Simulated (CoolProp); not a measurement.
Vapour-liquid equilibrium of m-xylene (1) + n-nonane (2) at 432.6 K; x and y are mole fractions of (1).

Computed with CoolProp (multi-fluid Helmholtz-energy mixture model, Zhou 2012 and Lemmon 2006; pair parameters Bell 2016).

```
x     bubble pressure (kPa)  y at the bubble point  dew pressure at overall composition x (kPa)  liquid density (mol/L)
----  ---------------------  ---------------------  -------------------------------------------  ----------------------
0.05                  131.4                  0.080                                        129.7                   4.762
0.2                   143.3                  0.279                                            ?                   5.010
0.35                  152.7                  0.436                                        147.6                       ?
0.5                   159.9                  0.570                                        156.3                   5.592
0.65                      ?                  0.693                                        163.6                   5.936
0.8                   168.6                      ?                                        168.3                   6.323
0.95                  170.0                  0.950                                        170.0                   6.760
```

Q: Some entries are withheld; supply them.

A: 
- 0.2, dew pressure at overall composition x (kPa): 138.5
- 0.35, liquid density (mol/L): 5.285
- 0.65, bubble pressure (kPa): 165.2
- 0.8, y at the bubble point: 0.816

No azeotrope shows between x = 0.05 and 0.95.

Pair parameters are fitted to limited data, so mixtures are less certain than the pure fluids.
